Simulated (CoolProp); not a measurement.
Properties of ethanol along the isobar 9.36 MPa (Tc = 241.6 °C, pc = 6.268 MPa, ω = 0.644).

Values from CoolProp's reference Helmholtz-energy equation of state, Schroeder 2014.

```
T (°C)          phase  cp (kJ/(kg K))  cv (kJ/(kg K))  speed of sound (m/s)  isothermal compressibility (1/MPa)  conductivity (mW/(m K))  Prandtl number
------  -------------  --------------  --------------  --------------------  ----------------------------------  -----------------------  --------------
72.35          liquid           2.835           2.375                  1058                            0.001417                      160            9.17
106.65         liquid           3.190           2.610                 951.4                            0.001875                      155            6.68
140.95         liquid           3.583           2.807            (withheld)                            0.002706               (withheld)            5.11
175.35         liquid      (withheld)           2.926                 697.2                            0.004393                      144            3.94
209.65         liquid           4.358           3.013                 544.7                            0.008551                      138            3.08
243.95  supercritical           5.997           3.188                 334.6                             0.03572                      133            2.83
278.25  supercritical           8.602           3.159                 210.1                              0.3046                      104            2.20
312.55  supercritical           4.228           2.777                 260.2                              0.1744                     79.9            1.20
346.85  supercritical           3.424           2.648                 292.2                              0.1424                     77.1            1.01
```

Q: Some entries are withheld; supply them.

A: 
- 140.95, speed of sound (m/s): 832.4
- 140.95, conductivity (mW/(m K)): 150
- 175.35, cp (kJ/(kg K)): 3.948

The peak of cp marks the crossing from liquid-like to gas-like fluid above the critical point.

Viscosity comes from a separate model (Kiselev 2005). Thermal conductivity comes from a separate model (Assael 2013).
